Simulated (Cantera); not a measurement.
A diamond (100) surface in a fixed gas of H2 with x(CH4) = 0.0042, x(H) = 0.026, x(CH3) = 9.6e-05, 0.257 atm; coverages are run to steady state.

Cantera simulation using the Harris–Goodwin 1993 mechanism for the reconstructed diamond (100) surface; the numbers are that mechanism's predictions, not measurements.

One state of this run: growth (µm/h) = 14.9; θ c6HH = 0.573; θ c6H* = 0.0220; θ c6*H = 0.391; θ c6** = 0.0118; θ c6HM = 0.00183. θ: site fractions in the mechanism's names (c6HH fully hydrogenated, c6H* and c6*H radical sites, c6** diradical, c6HM methylated).

**Question.** Which value of T (K) does it belong to?
A) 1025
B) 975
C) 1275
D) 1225

**Answer.** A, 1025
